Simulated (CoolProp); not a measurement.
A simple Rankine cycle with R245fa: condensing at 323.15 K, boiler at 1.79 MPa, turbine inlet 429.5 K, turbine efficiency 0.75, pump efficiency 0.7, no recuperator. Each further row changes one setting.

Values from CoolProp's reference Helmholtz-energy equation of state, Akasaka 2015.

```tsv
case	thermal efficiency (%)	net work (kJ/kg)	heat in (kJ/kg)	turbine exit temperature (K)	volume ratio over the turbine
as stated	9.7	26.1	269	389.0	[?]
condensing temperature 315.15 K	[?]	30.2	[?]	384.0	7.07
boiler pressure 1.25 MPa	7.9	21.7	[?]	400.0	3.70
turbine efficiency 0.65	8.3	22.4	269	392.5	[?]
```

Fill in the missing entries.


- as stated, volume ratio over the turbine: 5.51
- condensing temperature 315.15 K, thermal efficiency (%): 10.8
- condensing temperature 315.15 K, heat in (kJ/kg): 280
- boiler pressure 1.25 MPa, heat in (kJ/kg): 276
- turbine efficiency 0.65, volume ratio over the turbine: 5.57
